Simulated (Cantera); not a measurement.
Equilibrium for silicon oxide and oxynitride deposition: SiF₄ + H₂O + N₂ + O₂

Charge: 1 mol SiF₄, 0.54 mol H₂O, 39 mol N₂, 0.22 mol O₂, equilibrated at 677 °C and 0.000630 bar.

Equilibrium computed with Cantera from the NASA thermochemical tables; the gas is ideal and each condensed phase is pure. Candidate condensed phases: H₂O, Si, SiO₂, Si₂N₂O, Si₃N₄; 58 gas species. Kinetics and transport are ignored.

```yaml
x(N₂): 0.951
x(HF): 0.0256
x(SiF₄): 0.0180
x(O₂): 0.00536
x(H₂O): 0.000369
x(NO): 3.08e-6
n(SiO₂(β-quartz)): 0.262 mol
gas_amount: 41.02 mol
log10 activity of Si(s) (absent): -35.16
```
